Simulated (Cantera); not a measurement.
What does this Cantera script print?

```python
import numpy as np
import cantera as ct

gas_names = """
    H NH3
""".split()
cond_names = """
    Cr2N(s) Cr(cr) Cr(L)
""".split()


# ... load() reads the species with a 1 bar reference pressure and builds the phases ...
species = {s.name: s for s in load("nasa_gas.yaml", gas_names) + load("nasa_condensed.yaml", cond_names)}
# Each term lists the table entries of one substance; the one whose range holds T is used.
reactions = {
    '3 H(g) + Cr2N = NH3(g) + 2 Cr':
        [(-3, ['H']), (-1, ['Cr2N(s)']), (1, ['NH3']), (2, ['Cr(cr)', 'Cr(L)'])],
}


def pick(names, T):
    return next(species[n] for n in names if species[n].thermo.min_temp <= T <= species[n].thermo.max_temp)


results = []
for label, terms in reactions.items():
    print(label)
    print("     T/K   dH/kJ  dS/(J/K)   dG/kJ   log10 K")
    for T in [1250, 1325, 1400, 1475, 1550, 1625, 1700]:
        used = [(nu, pick(names, T)) for nu, names in terms]
        dH = sum(nu * s.thermo.h(T) for nu, s in used) / 1e6
        dS = sum(nu * s.thermo.s(T) for nu, s in used) / 1e3
        dG = dH - T * dS / 1e3
        logK = -dG * 1e6 / (ct.gas_constant * T * np.log(10))
        results.append((label, T, dH, dS, dG, logK, [s.name for _, s in used]))
        print(f"{T:8g} {dH:8.1f} {dS:8.1f} {dG:8.1f} {logK:8.2f}")
```

It prints:

```
3 H(g) + Cr2N = NH3(g) + 2 Cr
     T/K   dH/kJ  dS/(J/K)   dG/kJ   log10 K
    1250   -610.2   -226.4   -327.2    13.67
    1325   -612.0   -227.8   -310.2    12.23
    1400   -613.7   -229.1   -293.0    10.93
    1475   -615.2   -230.1   -275.8     9.77
    1550   -616.6   -231.0   -258.5     8.71
    1625   -617.8   -231.8   -241.2     7.75
    1700   -618.8   -232.4   -223.8     6.88
```

Cantera with NASA thermochemical tables; ideal gases at 1 bar, condensed phases pure. Condensed species are held in their standard states even where they would react or evaporate.
